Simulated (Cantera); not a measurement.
**Equilibrium for carbothermic reduction: SiO2 + CO + H2**

Charge: 1 mol SiO2, 1.8 mol CO, 20 mol H2, held at 6980 Torr.

Method: chemical equilibrium by Gibbs-energy minimisation in Cantera with the NASA 1993 tables (ideal gas, pure condensed phases). Candidate condensed phases: C, C6H6, C7H8, C8H18, H2O, Si, SiC, SiO2; 123 gas species. The tables hold silica as quartz up to 1696 K and as liquid above; real silica turns to tridymite and cristobalite and melts near 1996 K. Gases not in the tables: Si(OH)4. Kinetics and transport are ignored.

| T (K) | x H2 | x CO | x SiO | x H2O | x CH4 | x H | n SiO2(β-quartz) | n SiO2(condensed) | n SiO2(l) |
|---|---|---|---|---|---|---|---|---|---|
| 1398 | 0.907 | 0.0746 | 8.00e-10 | 0.00877 | 0.00910 | 1.48e-6 | 1.00 | 0 | 0 |
| 1498 | 0.912 | 0.0783 | 3.34e-8 | 0.00474 | 0.00490 | 5.38e-6 | 1.000 | 0 | 0 |
| 1598 | 0.914 | 0.0801 | 8.74e-7 | 0.00274 | 0.00282 | 1.67e-5 | 1.000 | 0 | 0 |
| 1698 | 0.915 | 0.0811 | 1.54e-5 | 0.00169 | 0.00171 | 4.54e-5 | 0 | 1.000 | 0 |
| 1798 | 0.916 | 0.0817 | 0.000176 | 0.00118 | 0.00102 | 0.000110 | 0 | 0.996 | 0 |
| 1898 | 0.915 | 0.0821 | 0.000969 | 0.00136 | 0.000408 | 0.000245 | 0 | 0.979 | 0 |
| 1998 | 0.912 | 0.0822 | 0.00259 | 0.00264 | 0.000103 | 0.000502 | 0 | 0 | 0.943 |
| 2098 | 0.906 | 0.0820 | 0.00552 | 0.00545 | 2.59e-5 | 0.000960 | 0 | 0 | 0.879 |
| 2198 | 0.895 | 0.0814 | 0.0108 | 0.0106 | 7.24e-6 | 0.00173 | 0 | 0 | 0.763 |
| 2298 | 0.877 | 0.0805 | 0.0196 | 0.0193 | 2.21e-6 | 0.00294 | 0 | 0 | 0.564 |
| 2398 | 0.849 | 0.0791 | 0.0335 | 0.0330 | 7.16e-7 | 0.00476 | 0 | 0 | 0.241 |
x: gas mole fraction; n: condensed amount in mol.

From 1398 K to 1598 K the condensed part is SiO2(β-quartz). From 1698 K to 1898 K the condensed part is SiO2(condensed). From 1998 K to 2398 K the condensed part is SiO2(l).
